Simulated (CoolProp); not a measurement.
Vapour-liquid equilibrium of diethyl ether (1) + benzene (2) at 297.7 K; x and y are mole fractions of (1).

Values from CoolProp's multi-fluid Helmholtz-energy mixture model, Thol 2014 and Thol 2012; pair parameters Bell 2016.

```tsv
x	bubble pressure, mixture model (MPa)	bubble pressure, Raoult's law (MPa)	y, mixture model	y, Raoult's law
0.05	0.01530	0.01533	0.226	0.229
0.15	0.02099	0.02111	0.493	0.499
0.25	0.02665	0.02690	0.646	0.653
0.35	0.03232	0.03268	0.745	0.753
0.45	0.03802	0.03847	0.816	0.822
0.55	0.04377	0.04425	0.869	0.874
0.65	0.04957	0.05004	0.909	0.913
0.75	0.05544	0.05582	0.942	0.944
0.85	0.06135	0.06160	0.968	0.970
0.95	0.06730	0.06739	0.990	0.991
```

The largest gap from Raoult's law is -1.2 % in bubble pressure, at x = 0.45. No azeotrope shows between x = 0.05 and 0.95.

The pair parameters rest on a limited set of measurements; away from them the model extrapolates.
